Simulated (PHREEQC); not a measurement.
Dissolve 0.0033 mol CuSO4 and 0.38 mol KCl per kg of water at 25 °C. Closed to the air; pH follows from the charge balance.

Computed with PHREEQC (ion-association model, wateq4f.dat).

No solid was allowed to form.

### Question
Order these S species by the share of S that they hold, largest first: SO4-2, KSO4-, CuSO4.

### Answer
SO4-2 (63 %), KSO4- (35 %), CuSO4 (1.8 %)

The pH is 5.27 and the ionic strength 0.389 mol/kgw. The solution is supersaturated, for example in Atacamite, Brochantite, so a real one may precipitate; this is no full list.
